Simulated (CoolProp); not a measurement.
Vapour-liquid equilibrium of propylene (1) + propane (2) at 2.4 MPa; x and y are mole fractions of (1).

Computed with CoolProp (multi-fluid Helmholtz-energy mixture model, Lemmon 2013 and Lemmon 2009; pair parameters Bell 2016).

| x | bubble temperature (K) | y at the bubble point | dew temperature at overall composition x (K) | liquid density (mol/L) |
|---|---|---|---|---|
| 0.05 | 338.7 | 0.057 | 338.8 | 9.426 |
| 0.125 | 337.8 | 0.140 | 337.9 | 9.503 |
| 0.2 | 336.9 | 0.221 | 337.1 | 9.581 |
| 0.275 | 336.1 | 0.299 | 336.3 | 9.658 |
| 0.35 | 335.3 | 0.376 | 335.6 | 9.737 |
| 0.425 | 334.6 | 0.452 | 334.9 | 9.816 |
| 0.5 | 333.9 | 0.526 | 334.2 | 9.895 |
| 0.575 | 333.3 | 0.598 | 333.5 | 9.976 |
| 0.65 | 332.7 | 0.670 | 332.9 | 10.06 |
| 0.725 | 332.2 | 0.741 | 332.3 | 10.14 |
| 0.8 | 331.7 | 0.812 | 331.8 | 10.23 |
| 0.875 | 331.3 | 0.883 | 331.3 | 10.31 |
| 0.95 | 330.8 | 0.953 | 330.9 | 10.40 |

No azeotrope shows between x = 0.05 and 0.95.

The pair parameters rest on a limited set of measurements; away from them the model extrapolates.
